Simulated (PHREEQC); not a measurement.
PHREEQC input (Pitzer model, pitzer.dat):

```
SOLUTION 1
  temp 25
  units mol/kgw
  pH 7 charge
  S(6) 0.025
  Na 0.55
  C(4) 0.25
END
USE solution 1
INCREMENTAL_REACTIONS false
REACTION 1
  H2O -1
  0 9.886 18.011 24.689 30.178 34.689 38.397 41.444
  43.949 46.007 47.699 49.089 50.232 51.172 51.944 52.578
  53.1 53.528 53.88 54.17 moles
EQUILIBRIUM_PHASES 1
  Burkeite 0 0
  Mirabilite 0 0
  Nahcolite 0 0
  Natron 0 0
  Thenardite 0 0
  Trona 0 0
  CO2(g) -3.4 10
SELECTED_OUTPUT 1
  -reset false
  -pH true
  -pe true
  -ionic_strength true
  -water true
  -activities H2O
  -totals C Na S
  -molalities H+ Na+ CO3-2 SO4-2 OH- HCO3- CO2 HSO4-
  -equilibrium_phases Burkeite Mirabilite Nahcolite Natron Thenardite Trona
PRINT
  -reset false
END
```

Selected output (columns that matter, 16 of 20 rows; water left (kg) added in front):

```
water left (kg)	pH	mu	C	Na	S	m_H+	m_Na+	m_CO3-2	m_SO4-2	m_OH-	m_HCO3-	la_H2O	Trona
0.999166	9.9871	0.77492	0.30084	0.55046	0.025021	2.1366e-10	0.55046	0.19944	0.025021	0.00015032	0.1014	-0.0052925	0
0.821138	10.01	0.94823	0.36078	0.6698	0.030446	2.1328e-10	0.6698	0.24798	0.030446	0.00015938	0.11278	-0.0062978	0
0.554584	10.05	1.4177	0.5205	0.99173	0.045079	2.1552e-10	0.99173	0.38091	0.045079	0.00017466	0.13958	-0.0088998	0
0.455754	10.067	1.7324	0.62619	1.2068	0.054854	2.177e-10	1.2068	0.47072	0.054854	0.00018008	0.15546	-0.010574	0
0.374537	10.084	2.1159	0.75414	1.4685	0.066749	2.2014e-10	1.4685	0.58066	0.066749	0.00018347	0.17347	-0.012566	0
0.30778	10.098	2.5833	0.90926	1.787	0.081227	2.2232e-10	1.787	0.7151	0.081227	0.00018441	0.19414	-0.014954	0
0.207832	10.123	3.846	1.3263	2.6464	0.12029	2.2293e-10	2.6464	1.0793	0.12029	0.00017759	0.24696	-0.021398	0
0.170784	10.132	4.6897	1.6047	3.2205	0.14638	2.1943e-10	3.2205	1.3228	0.14638	0.00016946	0.28188	-0.025844	0
0.140323	10.139	5.7165	1.9443	3.9195	0.17816	2.1184e-10	3.9195	1.6188	0.17816	0.00015823	0.32554	-0.031538	0
0.115296	10.143	6.9646	2.3591	4.7703	0.21683	1.9904e-10	4.7703	1.9775	0.21683	0.00014422	0.38163	-0.03901	0
0.0769437	10.134	9.3356	3.1187	6.3896	0.32491	1.6795e-10	6.3896	2.621	0.32491	0.00011962	0.49767	-0.055205	0.019452
0.0617183	10.127	9.4569	3.0781	6.4701	0.40507	1.6481e-10	6.4701	2.5817	0.40507	0.00011866	0.49635	-0.055927	0.050226
0.0492151	10.118	9.6136	3.0263	6.574	0.50797	1.6076e-10	6.574	2.5316	0.50797	0.00011741	0.49469	-0.056868	0.075486
0.0389213	10.106	9.8198	2.9593	6.7108	0.64232	1.5546e-10	6.7108	2.4667	0.64232	0.00011572	0.49255	-0.058119	0.096269
0.0235429	10.067	10.476	2.7543	7.1462	1.0619	1.3894e-10	7.1462	2.2681	1.0619	0.00011014	0.48616	-0.062213	0.12725
0.0178282	10.036	11.024	2.5931	7.5095	1.4023	1.257e-10	7.5095	2.1117	1.4023	0.0001053	0.48132	-0.06577	0.13871
```
